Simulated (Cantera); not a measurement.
A perfectly stirred reactor is fed with CO : O₂ : H₂O : N₂ = 0.002 : 0.012 : 0.025 : 1 (molar parts), at 0.987 atm; it is held at 1473 K, and followed from long to short residence time.

Cantera simulation using GRI-Mech 3.0 (53 species, 325 reactions); the numbers are that mechanism's predictions, not measurements.

x: mole fraction; the columns are a selection and need not sum to one.

| τ (s) | x CO | x O₂ | x H₂O | x NO | x OH |
|---|---|---|---|---|---|
| 6.1 | 3.86e-6 | 0.0106 | 0.0241 | 2.02e-7 | 2.98e-5 |
| 1.6 | 9.81e-6 | 0.0106 | 0.0241 | 2.01e-7 | 4.42e-5 |
| 0.40 | (withheld) | 0.0106 | 0.0240 | 2.18e-7 | (withheld) |
| 0.10 | 6.44e-5 | 0.0106 | 0.0240 | 2.02e-7 | 0.000103 |
| 0.026 | (withheld) | 0.0106 | 0.0240 | (withheld) | (withheld) |
| 0.0068 | 0.000369 | 0.0107 | 0.0239 | 8.62e-8 | 0.000218 |
| 0.0017 | 0.000829 | 0.0110 | 0.0238 | 3.53e-8 | 0.000268 |
| 0.00045 | 0.00152 | 0.0113 | 0.0239 | 2.76e-9 | 0.000198 |

Problem. Complete the blanks.

Solution. 
- 0.40, x CO: 2.53e-5
- 0.40, x OH: 6.76e-5
- 0.026, x CO: 0.000157
- 0.026, x NO: 1.45e-7
- 0.026, x OH: 0.000154
